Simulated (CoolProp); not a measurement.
Isopentane along the isobar 6.1 bar: Z from the reference equation and from simpler models built on Tc = 187.2 °C, pc = 33.78 bar, ω = 0.227; each cubic takes its own stable root.

The numbers come from the reference Helmholtz-energy equation of state, Lemmon 2006 in CoolProp. It is a short technical equation, of lower accuracy than the large ones.

```
T (°C)  phase  reference
------  -----  ---------
125.55    gas     0.8908
136.75    gas     0.9015
148.05    gas     0.9108
159.35    gas     0.9190
170.55    gas     0.9261
181.85    gas     0.9324
193.05    gas     0.9380
204.35    gas     0.9430
215.55    gas     0.9475
226.85    gas     0.9515
```

Task: How far does each simpler model (Pitzer virial, van der Waals, Soave-Redlich-Kwong, Peng-Robinson) lie from the reference over these 10 states: mean and median of the absolute difference, and the worst?

Result: 
- Pitzer virial: mean 0.4 %, median 0.3 %, worst +0.8 % at 125.55 °C and 6.1 bar
- van der Waals: mean 1.4 %, median 1.2 %, worst +3.1 % at 125.55 °C and 6.1 bar
- Soave-Redlich-Kwong: mean 0.2 %, median 0.1 %, worst +0.4 % at 125.55 °C and 6.1 bar
- Peng-Robinson: mean 0.6 %, median 0.6 %, worst -0.7 % at 170.55 °C and 6.1 bar
